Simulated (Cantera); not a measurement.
A Cantera script and its output.

```python
import numpy as np
import cantera as ct

gas = ct.Solution("gri30.yaml")
gas.TPX = 1650, 490, {'C2H6': 1, 'H2': 96}
reactor = ct.IdealGasConstPressureReactor(gas, energy="off", clone=False)
net = ct.ReactorNet([reactor])
net.rtol, net.atol = 1e-08, 1e-18
show = ['C2H6', 'H2', 'CH4', 'CH2', 'C2H4']
times = np.geomspace(0.0005, 20, 11)

steps = ct.SolutionArray(gas, extra=["t"])
rows = []
print(f"{'t/s':>10s}{'T/K':>9s}{'P/Pa':>11s}" + "".join(f"{s:>11s}" for s in show))
for t in times:
    while net.time < t:
        t_next = net.step()
        steps.append(gas.state, t=t_next)
    rows.append([np.interp(t, steps.t, y) for y in (steps.T, steps.P, *steps(*show).X.T)])
    print(f"{t:10.3e}{rows[-1][0]:9.1f}{rows[-1][1]:11.4g}" + "".join(f"{x:11.3e}" for x in rows[-1][2:]))
rate = np.gradient(steps.T, steps.t)
print("integrator steps:", len(steps.t))
if steps.T.max() > steps.T[0] + 200:
    print(f"time of steepest temperature rise: {steps.t[rate.argmax()]:.4e} s")
gas.TPX = 1650, 490, {'C2H6': 1, 'H2': 96}
gas.equilibrate("TP")
print(f"equilibrium (TP): T = {gas.T:.1f} K  " + "  ".join(f"{s} {gas[s].X[0]:.3e}" for s in show))
```

Output:

```
       t/s      T/K       P/Pa       C2H6         H2        CH4        CH2       C2H4
 5.000e-04   1650.0        490  7.526e-03  9.865e-01  2.409e-03  9.011e-07  7.580e-04
 1.443e-03   1650.0        490  1.687e-03  9.807e-01  9.720e-03  3.590e-06  2.533e-03
 4.163e-03   1650.0        490  5.310e-06  9.792e-01  1.259e-02  2.833e-06  1.543e-03
 1.201e-02   1650.0        490  1.442e-06  9.798e-01  1.256e-02  2.168e-06  2.852e-04
 3.466e-02   1650.0        490  1.237e-06  9.803e-01  1.229e-02  1.736e-06  4.144e-05
 1.000e-01   1650.0        490  9.271e-07  9.813e-01  1.170e-02  1.160e-06  3.042e-05
 2.885e-01   1650.0        490  5.664e-07  9.825e-01  1.074e-02  5.955e-07  2.033e-05
 8.326e-01   1650.0        490  3.066e-07  9.837e-01  9.447e-03  2.853e-07  1.282e-05
 2.402e+00   1650.0        490  1.704e-07  9.848e-01  7.594e-03  1.813e-07  8.542e-06
 6.931e+00   1650.0        490  7.351e-08  9.862e-01  4.882e-03  1.276e-07  5.406e-06
 2.000e+01   1650.0        490  1.719e-08  9.875e-01  2.276e-03  6.872e-08  3.769e-06
integrator steps: 1057
equilibrium (TP): T = 1650.0 K  C2H6 5.201e-11  H2 9.886e-01  CH4 9.415e-05  CH2 3.245e-09  C2H4 3.510e-06
```

Computed with Cantera and GRI-Mech 3.0 (53 species, 325 reactions). GRI-Mech 3.0 stops at C3 and has no aromatics, soot or wall deposition, so with more carbon than oxygen in the feed, carbon stays in small species such as C2H2 where larger ones or solid carbon would form. Radical loss at walls, strong at low pressure, is not modelled.
